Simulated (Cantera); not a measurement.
## Premixed flame

A freely propagating, adiabatic, planar premixed flame of 6.77 % CO, 7.44 % H2, 4.94 % CH4, 17.0 % O2, 63.9 % N2, unburnt at 350 K and 7500 Torr; unity-Lewis-number transport, grid criteria slope 0.08 and curve 0.16, no radiation.

Detailed kinetics in Cantera: GRI-Mech 3.0 (53 species, 325 reactions). Unity Lewis numbers drop preferential diffusion, which matters most where H2 and H carry the flame. Burning velocities carry a grid error of a few per cent, more on coarse grids.

```
z (mm)   T (K)  u (m/s)    x CO     x H2     x CH4     x NO     x O2     x CO2
-------  -----  -------  ------  -------  --------  -------  -------  --------
-0.165     351    0.374  0.0677   0.0744    0.0494    <1e-8    0.170   2.29e-5
-0.110     355    0.378  0.0676   0.0743    0.0493    <1e-8    0.170  0.000139
-0.0825    369    0.394  0.0676   0.0738    0.0489  2.99e-8    0.169  0.000579
-0.0550    463    0.492  0.0673   0.0709    0.0464  2.80e-7    0.162   0.00345
-0.0275    927    0.977  0.0656   0.0552    0.0329  4.26e-6    0.127    0.0188
-0.0137   1375     1.44  0.0637   0.0384    0.0184  1.18e-5   0.0901    0.0356
0         1837     1.90  0.0581   0.0190   0.00343  2.15e-5   0.0468    0.0580
0.0137    2051     2.10  0.0445  0.00993  0.000118  3.12e-5   0.0258    0.0773
0.0275    2145     2.18  0.0342  0.00804   3.10e-6  3.80e-5   0.0192    0.0886
0.0550    2238     2.26  0.0246  0.00641     <1e-8  4.67e-5   0.0139    0.0991
0.110     2309     2.32  0.0176  0.00469     <1e-8  5.80e-5  0.00988     0.107
0.220     2354     2.36  0.0132  0.00350     <1e-8  7.34e-5  0.00731     0.112
0.440     2377     2.37  0.0108  0.00287     <1e-8  9.65e-5  0.00593     0.114
```
x: mole fraction of selected species; z is measured from the peak of heat release.

The laminar burning velocity comes out as 37.3 cm/s and the thermal thickness comes out as 0.0550 mm. The grid points comes out as 135.
